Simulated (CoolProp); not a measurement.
Vapour-liquid equilibrium of R22 (1) + cyclohexane (2) at 298.9 K; x and y are mole fractions of (1).

Computed with CoolProp (multi-fluid Helmholtz-energy mixture model, Kamei 1995 and Zhou 2014; pair parameters Bell 2016).

Q: Give the bubble pressure and the first vapour's composition at x = 0.55, 0.65, 0.95. Is there an azeotrope?

A: x = 0.55: 0.7225 MPa, y = 0.984; x = 0.65: 0.7787 MPa, y = 0.986; x = 0.95: 1.007 MPa, y = 0.997. No azeotrope shows between x = 0.05 and 0.95.

The pair parameters rest on a limited set of measurements; away from them the model extrapolates. The gap from Raoult's law changes sign with composition, which may be real or a fault of the pair parameters; it wasn't checked against measurements. With so large a gap from Raoult's law the liquid may split in two, which this calculation doesn't test in full.
